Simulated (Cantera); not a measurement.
A closed system holds: 1 mol SiCl4, 2 mol Cl2, 11 mol H2, held at 1 atm.

Equilibrium computed with Cantera from the NASA thermochemical tables; the gas is ideal and each condensed phase is pure. Candidate condensed phases: Si; 19 gas species. The tables' values for SiCl3 are old estimates; treat these amounts as uncertain. Kinetics and transport are ignored. All values below are at 1623 K.

Base state: H2 0.579, HCl 0.352, SiCl2 0.0277, SiCl4 0.0203, SiCl3 0.0155, SiHCl3 0.00516, SiH2Cl2 0.000222, H 5.22e-5 (mole fractions); condensed: gas only.

### Question
What changes in the equilibrium state with this change: H2 from 11 to 0.27 mol?

### Answer
```tsv
species	before	after
Cl2	4.02e-8	0.464
SiCl4	0.0203	0.293
HCl	0.352	0.158
H2	0.579	1.01e-8
SiCl2	0.0277	3.47e-8
Cl	2.50e-5	0.0851
SiCl3	0.0155	6.59e-5
SiHCl3	0.00516	2.90e-9
SiH2Cl2	0.000222	<1e-9
H	5.22e-5	6.90e-9
```
